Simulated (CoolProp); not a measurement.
Octamethyltrisiloxane (MDM) along the isotherm 301.85 °C: density (kg/m³) from the reference equation and from simpler models built on Tc = 292.2 °C, pc = 1438 kPa, ω = 0.528; each cubic takes its own stable root.

The numbers come from the reference Helmholtz-energy equation of state, Thol 2017 in CoolProp.

```tsv
p (kPa)	phase	reference	ideal gas	van der Waals	Peng-Robinson
22.7	gas	1.129	1.123	1.128	1.129
36.7	gas	1.830	1.816	1.829	1.833
59.3	gas	2.973	2.934	2.969	2.978
95.8	gas	4.842	4.740	4.833	4.857
155	gas	7.943	7.669	7.918	7.981
250	gas	13.11	12.37	13.04	13.21
404	gas	…	…	21.87	22.34
653	gas	38.55	32.31	37.88	39.26
1060	gas	74.59	…	71.87	76.29
1700	supercritical	312.9	84.11	258.8	277.3
2750	supercritical	446.2	136.1	325.3	…
4450	supercritical	495.2	220.2	363.6	495.2
7190	supercritical	535.3	…	396.1	555.3
```

Problem. Some entries are withheld; supply them.

Solution. 
- 404, reference: 22.08
- 404, ideal gas: 19.99
- 1060, ideal gas: 52.44
- 2750, Peng-Robinson: 423.9
- 7190, ideal gas: 355.7
